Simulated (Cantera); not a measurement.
A closed system holds: 1 mol SiC, 0.22 mol CO2, 160 mol N2, 2.5 mol H2O, at 0.150 bar.

These are equilibrium values from Cantera (NASA tables, ideal gas, pure condensed phases), not measurements of a reactor. Candidate condensed phases: C, C6H6, C7H8, C8H18, H2O, Si, SiC, SiO2, Si2N2O, Si3N4; 151 gas species. Mutual solubility and eutectic melting of coexisting phases are not modelled. The tables hold silica as quartz up to 1696 K and as liquid above; real silica turns to tridymite and cristobalite and melts near 1996 K. Rates play no part.

Task: At 1650 K, list the 4 most abundant gas species with their mole fractions, and the condensed phases.

Result: N2 0.976, H2 0.0152, CO 0.00744, SiO 0.00108. Condensed: SiO2(β-quartz) + Si2N2O(s).
